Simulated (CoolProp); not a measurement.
Normal hydrogen at 293.15 K and 0.127 MPa is compressed adiabatically to 0.765 MPa with isentropic efficiency 0.6. Each further row changes one setting.

Computed with CoolProp (reference Helmholtz-energy equation of state, Leachman 2009).

```json
[
 {"case": "as stated", "work (kJ/kg)": "(withheld)", "final temperature (K)": "620.0", "final density (kg/m³)": "0.298"},
 {"case": "efficiency 1", "work (kJ/kg)": "(withheld)", "final temperature (K)": "(withheld)", "final density (kg/m³)": "0.378"},
 {"case": "efficiency 0.65", "work (kJ/kg)": "(withheld)", "final temperature (K)": "595.0", "final density (kg/m³)": "0.311"}
]
```

Task: What belongs in the gaps?

Result: 
- as stated, work (kJ/kg): 4740
- efficiency 1, work (kJ/kg): 2840
- efficiency 1, final temperature (K): 489.6
- efficiency 0.65, work (kJ/kg): 4370
